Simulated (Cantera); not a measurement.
Charge: 1 mol borazine, 0.86 mol NH₃, 9.1 mol H₂, equilibrated at 14.0 mbar.

Points: T (K) = 2023, 2048, 2073, 2098, 2123, 2148, 2173.

Cantera's Mixture.equilibrate('TP', solver="vcs", rtol=1e-11, max_steps=5000) on the NASA tables stopped like this:

```
ERROR: FAILURE its = 5001!

*******************************************************************************
CanteraError thrown by MultiPhase::equilibrate:
VCS solver failed. Return code: -1
*******************************************************************************
```

### Question
What got this run through?

### Answer
One answer among several that fit: The failure is numerical, not chemical. The same input converged with solver="gibbs", rtol=1e-10, max_steps=50000, and the result passed a check of the equilibrium conditions:
```
log10 of partial pressures in bar; condensed amounts in mol
       T/K        H2        N2         H       BH2      B(b)     BN(s)
      2023    -1.875    -3.362    -3.659    -5.358         0     2.995
      2048    -1.876    -3.362    -3.588    -5.221         0     2.994
      2073    -1.878    -3.361    -3.519    -5.088         0     2.991
      2098    -1.881    -3.324    -3.452    -4.978   0.08032     2.908
      2123    -1.889    -3.178    -3.390    -4.930    0.4789     2.508
      2148    -1.900    -3.036    -3.330    -4.887     1.042     1.943
      2173    -1.914    -2.898    -3.274    -4.848     1.841     1.142
```

The gas is ideal and each condensed phase is pure. The feed counts by its element totals alone. Mutual solubility and eutectic melting of coexisting phases are not modelled. The tables' values for BH2 are old estimates; treat these amounts as uncertain.
